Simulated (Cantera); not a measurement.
Ammonia decomposition in nitride growth gas

A perfectly stirred reactor is fed with NH3 : H2 = 0.51 : 0.28 (molar parts), at 34.5 Torr; it is held at 2100 K, and followed from long to short residence time.

Cantera simulation using the gas-phase N/H chemistry of the illustrative SiF4/NH3 mechanism in the Surface Chemkin manual (1991); the numbers are that mechanism's predictions, not measurements. Walls and surfaces, which speed up NH3 decomposition in real reactors, are not modelled.

```csv
τ (s),x NH3,x H2,x N,x NH,x N2,x N2H2,x H
0.41,0.196,0.666,2.16e-6,2.40e-5,0.136,1.88e-6,0.000817
0.16,0.339,0.567,2.03e-6,2.80e-5,0.0927,3.68e-6,0.000583
0.061,0.480,0.469,1.87e-6,3.03e-5,0.0498,5.77e-6,0.000431
0.023,0.572,0.405,1.71e-6,3.07e-5,0.0218,7.19e-6,0.000349
0.0090,0.615,0.374,1.54e-6,2.95e-5,0.00854,7.48e-6,0.000308
0.0035,0.634,0.361,1.25e-6,2.60e-5,0.00283,6.55e-6,0.000274
0.0013,0.642,0.356,7.00e-7,1.76e-5,0.000604,3.93e-6,0.000217
0.00051,0.644,0.355,1.60e-7,6.44e-6,5.92e-5,1.08e-6,0.000128
```
x: mole fraction; the columns are a selection and need not sum to one.
